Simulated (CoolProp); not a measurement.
Saturation properties of octamethyltrisiloxane (MDM).

Computed with CoolProp (reference Helmholtz-energy equation of state, Thol 2017).

```csv
T (K),p (kPa),vapour density (kg/m³)
437.5,136.8,9.799
449.2,180.4,12.87
461,234.5,16.74
472.7,299.4,21.51
484.5,377.9,27.48
496.3,471.0,34.93
508,579.6,44.26
519.8,707.7,56.36
531.5,855.4,72.41
543.3,1029,95.63
555.1,1231,135.0
```

It boils at 425.6 K under 1 atm.
